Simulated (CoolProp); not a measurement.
Vapour pressure (MPa) of water: the reference equation beside estimates from Tc = 647.1 K, pc = 22.06 MPa, ω = 0.344.

Computed with CoolProp (reference Helmholtz-energy equation of state, Wagner 2002).

```csv
T (K),reference,Lee-Kesler,Soave-Redlich-Kwong
363.2,0.07032,0.06207,0.06310
365.6,0.07697,0.06832,0.06939
368.1,0.08445,0.07537,0.07650
370.5,0.09219,0.08270,0.08388
373,0.1009,0.09096,0.09219
375.4,0.1098,0.09952,0.1008
377.9,0.1199,0.1091,0.1105
380.3,0.1302,0.1191,0.1204
382.8,0.1417,0.1302,0.1316
385.2,0.1535,0.1417,0.1431
387.7,0.1667,0.1546,0.1560
390.1,0.1802,0.1678,0.1692
392.6,0.1952,0.1825,0.1840
```

Absolute difference from the reference over all 13 rows, mean and median: Lee-Kesler 9.0 and 9.0 %, Soave-Redlich-Kwong 7.9 and 7.8 %.
